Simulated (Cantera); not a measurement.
Input: 1 mol Fe2O3, 10 mol HCl, 0.42 mol O2, held at 975 K.

Equilibrium computed with Cantera from the NASA thermochemical tables; the gas is ideal and each condensed phase is pure. Candidate condensed phases: Fe, FeCl2, FeCl3, FeO, Fe(OH)2, Fe(OH)3, Fe2O3, Fe3O4, H2O; 22 gas species. The numbers say what is thermodynamically allowed, not how fast it happens.

What share of the Fe ends up in condensed phases as a function of P (Pa), at 1, 6.80, 46, 320, 2200, 15000, 100000?


| P (Pa) | Fe condensed (%) | as |
|---|---|---|
| 1 | 97.5 | Fe2O3(s) |
| 6.80 | 98.5 | Fe2O3(s) |
| 46 | 98.8 | Fe2O3(s) |
| 320 | 98.8 | Fe2O3(s) |
| 2200 | 98.4 | Fe2O3(s) |
| 15000 | 97.3 | Fe2O3(s) |
| 100000 | 94.7 | Fe2O3(s) |
